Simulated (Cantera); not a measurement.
Feed: 1 mol Si2H6, 0.23 mol O3, 0.94 mol N2O, equilibrated at 1773 K and 10000 Pa.

Equilibrium computed with Cantera from the NASA thermochemical tables; the gas is ideal and each condensed phase is pure. Candidate condensed phases: H2O, Si, SiO2, Si2N2O, Si3N4; 35 gas species. The feed counts by its element totals alone. Mutual solubility and eutectic melting of coexisting phases are not modelled. The tables hold silica as quartz up to 1696 K and as liquid above; real silica turns to tridymite and cristobalite and melts near 1996 K. The numbers say what is thermodynamically allowed, not how fast it happens.

Base state: H2 0.880, N2 0.0628, SiO 0.0566, H 0.000844, H2O 0.000200 (mole fractions); condensed: SiO2(condensed) + Si2N2O(s).

Task: What changes in the equilibrium state with this change: temperature from 1773 K to 1050 K?

Result: 
```csv
species,before,after
H2,0.880,0.952
N2,0.0628,0.0476
H2O,0.000200,3.05e-5
SiO,0.0566,<1e-9
H,0.000844,2.50e-8
"SiO2(condensed), mol",0.355,0
"Si2N2O(s), mol",0.726,0.790
"SiO2(β-quartz), mol",0,0.420
```
